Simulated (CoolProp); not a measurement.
Vapour-liquid equilibrium of R125 (1) + cyclopropane (2) at 0.915 MPa; x and y are mole fractions of (1).

The numbers come from the multi-fluid Helmholtz-energy mixture model, Lemmon 2005 and Polt 1992; pair parameters Bell 2016 in CoolProp. This equation is an older, rougher fit; its heat capacities, sound speeds and derivatives of the liquid may be far off and weren't checked against measurements.

Give the bubble temperature and the first vapour's composition at x = 0.125, 0.575, 0.725. Is there an azeotrope?

x = 0.125: 293.6 K, y = 0.342; x = 0.575: 282.6 K, y = 0.657; x = 0.725: 281.8 K, y = 0.741. y crosses x between x = 0.725 and 0.8: the model has an azeotrope there.

The pair parameters rest on a limited set of measurements; away from them the model extrapolates.
